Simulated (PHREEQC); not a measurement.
Consider water at 25 °C with 0.015 mol/kgw NaH2PO4, 0.0022 mol/kgw Na2B4O7 and 0.16 mol/kgw NaCl. Closed to the air; pH follows from the charge balance.

The numbers come from PHREEQC with the ion-association model, wateq4f.dat.

```tsv
quantity	before	after
pH	6.39	6.66
ionic strength (mol/kgw)	0.183	0.187
SI of Halite (NaCl)	-3.39	-3.39
```

Question: Which change was made?
(A) NaH2PO4 replaced by NaBF4 at the same molality
(B) Na2B4O7 replaced by NaBr at the same molality
(C) Na2B4O7 left out
(D) Na2B4O7 from 0.0022 to 0.0033 mol/kgw
(E) temperature from 25 to 80 °C

Answer: D, Na2B4O7 from 0.0022 to 0.0033 mol/kgw

Precipitation was switched off in this run. H3PO4, which wateq4f.dat lacks, is added to it with the constant of phreeqc.dat.
